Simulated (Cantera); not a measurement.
Thermodynamics of boron, boron nitride and boron oxide, feed B₂O₃ + H₂ + NH₃

Feed: 1 mol B₂O₃, 7.2 mol H₂, a varied amount of NH₃, equilibrated at 10.0 mbar.

Cantera equilibrium calculation (NASA polynomials, part measured and part estimated; ideal gas, pure solids and liquids). Candidate condensed phases: B, BN, B₂O₃, B₃O₃H₃, H₂O; 39 gas species. Kinetics and transport are ignored.

### Question
Map the stable condensed phases over T = 1600, 1650, 1700, 1750, 1800, 1850, 1900, 1950, 2000 K and n(NH₃) in mol = 2.4, 2.9, 3.4, 4.1, 4.8, 5.7, 6.8, 8.1, 9.6, 11, 13, 16.

### Answer
```
T in K \ n(NH₃) in mol
         2.4 2.9 3.4 4.1 4.8 5.7 6.8 8.1 9.6  11  13  16
   2000    A   A   A   A   A   A   A   A   A   A   A   A
   1950    A   A   A   A   A   A   A   A   A   A   A   A
   1900    A   A   A   A   A   A   A   A   A   A   A   A
   1850    A   A   A   A   A   A   A   A   A   A   A   A
   1800    A   A   A   A   A   A   A   A   A   A   A   A
   1750    A   A   A   A   A   A   A   A   A   A   A   A
   1700    A   A   A   A   A   A   A   A   A   A   A   A
   1650    B   B   B   A   A   A   A   A   A   A   A   A
   1600    B   B   B   B   B   B   B   B   B   B   A   A
```
A: gas only; B: B₂O₃.
